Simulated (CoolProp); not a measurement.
Vapour-liquid equilibrium of propane (1) + isobutene (2) at 241.3 K; x and y are mole fractions of (1).

Model: multi-fluid Helmholtz-energy mixture model, Lemmon 2009 and Lemmon 2005; pair parameters Bell 2016, in CoolProp.

| x | bubble pressure (kPa) | y at the bubble point | dew pressure at overall composition x (kPa) | liquid density (mol/L) |
|---|---|---|---|---|
| 0.05 | 43.29 | 0.246 | 35.65 | 11.71 |
| 0.125 | 54.97 | 0.445 | 38.24 | 11.79 |
| 0.2 | 64.94 | 0.562 | 41.22 | 11.87 |
| 0.275 | 73.87 | 0.643 | 44.68 | 11.95 |
| 0.35 | 82.20 | 0.705 | 48.73 | 12.04 |
| 0.425 | 90.26 | 0.756 | 53.53 | 12.13 |
| 0.5 | 98.26 | 0.801 | 59.28 | 12.23 |
| 0.575 | 106.3 | 0.840 | 66.23 | 12.33 |
| 0.65 | 114.6 | 0.875 | 74.73 | 12.42 |
| 0.725 | 123.1 | 0.907 | 85.17 | 12.53 |
| 0.8 | 131.8 | 0.937 | 98.14 | 12.63 |
| 0.875 | 140.8 | 0.963 | 114.5 | 12.73 |
| 0.95 | 149.9 | 0.986 | 136.3 | 12.83 |

No azeotrope shows between x = 0.05 and 0.95.

Pair parameters are fitted to limited data, so mixtures are less certain than the pure fluids.
